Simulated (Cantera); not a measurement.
Cantera run:

```python
import numpy as np
import cantera as ct

gas_names = """
    CL CLO CL2 H HCL HOCL HO2 H2 H2O H2O2 Mg MgCL MgCL2 MgH MgO MgOH MgO2H2 Mg2 O OH O2 O3
""".split()
cond_names = """
    H2O(s) H2O(L) Mg(cr) Mg(L) MgCL2(s) MgCL2(L) MgO(s) MgO(L) MgO2H2(s)
""".split()


def load(file, names, dense=False):
    # The tables refer to 1 bar. Condensed volumes are neglected.
    table = {s.name: s for s in ct.Species.list_from_file(file)}
    out = []
    for n in names:
        d = dict(table[n].input_data)
        d["thermo"] = dict(d["thermo"], **{"reference-pressure": 1e5})
        if dense:
            d["equation-of-state"] = {"model": "constant-volume", "density": "1e6 g/cm^3"}
        out.append(ct.Species.from_dict(d))
    return out


gas = ct.Solution(thermo="ideal-gas", species=load("nasa_gas.yaml", gas_names))
cond = {s.name: ct.Solution(thermo="fixed-stoichiometry", species=[s], name=s.name)
        for s in load("nasa_condensed.yaml", cond_names, dense=True)}
atoms = {
    'MgCl2': {'Mg': 1, 'CL': 2},
    'O2': {'O': 2},
    'H2': {'H': 2},
}
top_T = {}  # K; cautious upper limits of use, not melting points


def equilibrate(T, P, feed):
    n = {}
    for name, mol in feed.items():
        for a, k in atoms[name].items():
            n[a] = n.get(a, 0.0) + k * mol
    gas.TPX = T, P, n
    mass = sum(n.values()) * gas.mean_molecular_weight
    gas.equilibrate("TP")
    valid = [c for c in cond.values() if c.min_temp <= T <= top_T.get(c.name, c.max_temp)]
    mix = ct.Mixture([(gas, mass / gas.mean_molecular_weight)] + [(c, 0.0) for c in valid])
    mix.T, mix.P = T, P
    mix.equilibrate("TP", solver="vcs", rtol=1e-11, max_steps=5000)
    return mix


results = []
T = 998  # K
P = 6.3  # Pa
for m in [0.23, 0.29, 0.37, 0.46, 0.57, 0.72, 0.9, 1.1]:
    feed = {'MgCl2': 1, 'O2': m, 'H2': 0.22}  # mol
    mix = equilibrate(T, P, feed)
    results.append((T, P, feed, dict(zip(mix.species_names, mix.species_moles))))

top = {s: max(r[3][s] / sum(r[3][g] for g in gas_names) for r in results) for s in gas_names}
cols = sorted((s for s in top if top[s] > 1e-06), key=lambda s: -top[s])[:5]
seen = [c for c in cond_names if any(r[3].get(c, 0) > 1e-12 for r in results)]
print("log10 of partial pressures in bar; condensed amounts in mol")
print(f"{'n(O2)':>10s}" + "".join(f"{s[:9]:>10s}" for s in cols + seen))
for T, P, feed, n in results:
    ng = sum(n[g] for g in gas_names)
    print(f"{feed['O2']:10.4g}" + "".join(f"{np.log10(max(n[s] / ng * P / 1e5, 1e-99)):10.3f}" for s in cols)
          + "".join(f"{n.get(c, 0):10.4g}" for c in seen))
```

Output:

```
log10 of partial pressures in bar; condensed amounts in mol
     n(O2)       CL2     MgCL2       HCL        O2        CL    MgO(s)
      0.23    -4.935    -4.559    -4.648    -9.312    -5.891      0.46
      0.29    -4.755    -4.669    -4.649    -8.733    -5.801    0.5799
      0.37    -4.594    -4.878    -4.650    -7.992    -5.721    0.7396
      0.46    -4.469    -5.358    -4.652    -6.781    -5.658    0.9134
      0.57    -4.455    -6.025    -4.679    -5.420    -5.651    0.9802
      0.72    -4.497    -6.271    -4.725    -5.014    -5.672    0.9875
       0.9    -4.547    -6.421    -4.776    -4.811    -5.697    0.9901
       1.1    -4.597    -6.533    -4.826    -4.687    -5.722    0.9914
```

Cantera equilibrium calculation (NASA polynomials, part measured and part estimated; ideal gas, pure solids and liquids).
